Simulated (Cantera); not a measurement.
Input (Python, Cantera) and output of one run.

```python
import numpy as np
import cantera as ct

gas_names = """
    N NO NO2 NO3 N2 N2O O O2 O3 Si SiN SiO SiO2 Si2 Si2N Si3
""".split()
cond_names = """
    Si(cr) Si(L) SiO2(Lqz) SiO2(hqz) SiO2(L) Si2N2O(s) Si3N4(a)
""".split()


# ... load() reads the species with a 1 bar reference pressure and builds the phases ...
atoms = {
    'Si3N4': {'Si': 3, 'N': 4},
    'O2': {'O': 2},
    'N2': {'N': 2},
}
top_T = {'Si2N2O(s)': 2100, 'Si3N4(a)': 2400}  # K; cautious upper limits of use, not melting points


# ... equilibrate(T, P, feed) seeds the gas with the atoms and calls Mixture.equilibrate('TP', solver="vcs", rtol=1e-11, max_steps=5000) ...
results = []
feed = {'Si3N4': 1, 'O2': 0.4, 'N2': 22}  # mol
P = 5.7  # Pa
for T in [900, 1000, 1100, 1200, 1300, 1400, 1500, 1600, 1700, 1800, 1900, 2000, 2100, 2200]:
    mix = equilibrate(T, P, feed)
    results.append((T, P, feed, dict(zip(mix.species_names, mix.species_moles))))

top = {s: max(r[3][s] / sum(r[3][g] for g in gas_names) for r in results) for s in gas_names}
cols = sorted((s for s in top if top[s] > 1e-06), key=lambda s: -top[s])[:5]
seen = [c for c in cond_names if any(r[3].get(c, 0) > 1e-12 for r in results)]
print("log10 of partial pressures in bar; condensed amounts in mol")
print(f"{'T/K':>10s}" + "".join(f"{s[:9]:>10s}" for s in cols + seen))
for T, P, feed, n in results:
    ng = sum(n[g] for g in gas_names)
    print(f"{T:10.4g}" + "".join(f"{np.log10(max(n[s] / ng * P / 1e5, 1e-99)):10.3f}" for s in cols)
          + "".join(f"{n.get(c, 0):10.4g}" for c in seen))
```

Result:

```
log10 of partial pressures in bar; condensed amounts in mol
       T/K        N2        Si       SiO       Si2      Si2N    Si(cr)     Si(L) Si2N2O(s)  Si3N4(a)
       900    -4.244   -24.158   -19.649   -36.000   -30.507         0         0       0.8    0.4667
      1000    -4.244   -20.113   -16.237   -29.719   -25.336         0         0       0.8    0.4667
      1100    -4.244   -16.808   -13.454   -24.589   -21.114         0         0       0.8    0.4667
      1200    -4.244   -14.058   -11.143   -20.323   -17.603         0         0       0.8    0.4667
      1300    -4.244   -11.736    -9.194   -16.720   -14.641         0         0    0.7997    0.4667
      1400    -4.244    -9.749    -7.528   -13.640   -12.109         0         0    0.7884    0.4705
      1500    -4.250    -8.027    -6.087   -10.969    -9.916         0         0    0.4741     0.574
      1600    -4.259    -7.011    -5.736    -9.614    -8.981     2.156         0         0         0
      1700    -4.264    -6.168    -5.741    -8.527    -8.261         0     1.891         0         0
      1800    -4.284    -5.498    -5.761    -7.717    -7.787         0     0.692         0         0
      1900    -4.295    -5.338    -5.772    -7.871    -8.239         0         0         0         0
      2000    -4.295    -5.335    -5.772    -8.293    -8.923         0         0         0         0
      2100    -4.295    -5.334    -5.772    -8.678    -9.545         0         0         0         0
      2200    -4.295    -5.334    -5.772    -9.030   -10.111         0         0         0         0
```

Equilibrium computed with Cantera from the NASA thermochemical tables; the gas is ideal and each condensed phase is pure. Mutual solubility and eutectic melting of coexisting phases are not modelled. The tables' values for SiN are old estimates; treat these amounts as uncertain.
